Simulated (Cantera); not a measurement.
What does this Cantera script print?

```python
import numpy as np
import cantera as ct

surf = ct.Interface("ptcombust.yaml", "Pt_surf")
gas = surf.adjacent["gas"]
gas.TPX = 300, 22000, {'CH4': 0.023, 'O2': 0.1, 'N2': 0.79}
jet = ct.ImpingingJet(gas=gas, width=0.049, surface=surf)
jet.inlet.mdot, jet.inlet.T, jet.inlet.X = 0.02, 300, {'CH4': 0.023, 'O2': 0.1, 'N2': 0.79}
jet.set_refine_criteria(ratio=10, slope=0.2, curve=0.3)
show, cover = ['CH4', 'O2', 'H2O', 'OH', 'CO', 'CO2'], ["PT(S)", "H(S)", "O(S)", "OH(S)", "CO(S)", "C(S)"]

rows = []
print(f"{'Ts/K':>7s}" + "".join(f"{s:>11s}" for s in show + cover) + "   (gas at the wall, coverages)")
for i, Ts in enumerate([850, 900, 950, 1000, 1050]):
    jet.surface.T = Ts
    if i == 0:
        surf.TP = Ts, 22000
        surf.coverages = "PT(S):0.5, O(S):0.5"
        surf.advance_coverages(1.0)
        jet.set_initial_guess(products="inlet")
    jet.solve(loglevel=0, auto=(i == 0))
    rows.append([*(jet.X[gas.species_index(s), -1] for s in show), *surf[cover].coverages])
    print(f"{Ts:7g}" + "".join(f"{x:11.3e}" for x in rows[-1]))
```

It prints:

```
   Ts/K        CH4         O2        H2O         OH         CO        CO2      PT(S)       H(S)       O(S)      OH(S)      CO(S)       C(S)   (gas at the wall, coverages)
    850  1.585e-02  8.964e-02  1.749e-02  6.727e-09  3.932e-06  1.144e-02  1.144e-01  3.002e-08  8.840e-01  1.640e-03  1.060e-05  2.706e-08
    900  1.014e-02  7.753e-02  2.807e-02  2.514e-08  3.600e-06  1.842e-02  1.737e-01  1.016e-07  8.243e-01  1.974e-03  8.094e-06  2.878e-08
    950  6.307e-03  6.944e-02  3.510e-02  7.240e-08  3.102e-06  2.308e-02  2.392e-01  2.554e-07  7.587e-01  2.028e-03  5.313e-06  2.542e-08
   1000  4.106e-03  6.482e-02  3.908e-02  1.878e-07  2.721e-06  2.574e-02  3.069e-01  5.319e-07  6.912e-01  1.925e-03  3.375e-06  2.109e-08
   1050  2.841e-03  6.220e-02  4.130e-02  4.386e-07  2.494e-06  2.723e-02  3.743e-01  9.816e-07  6.239e-01  1.757e-03  2.187e-06  1.740e-08
```

Detailed kinetics in Cantera: Deutschmann's 1995 Pt surface mechanism with GRI-Mech 3.0 gas chemistry. Catalytic surfaces can have several steady states; this one follows from the mechanism file's or the stated starting coverage.
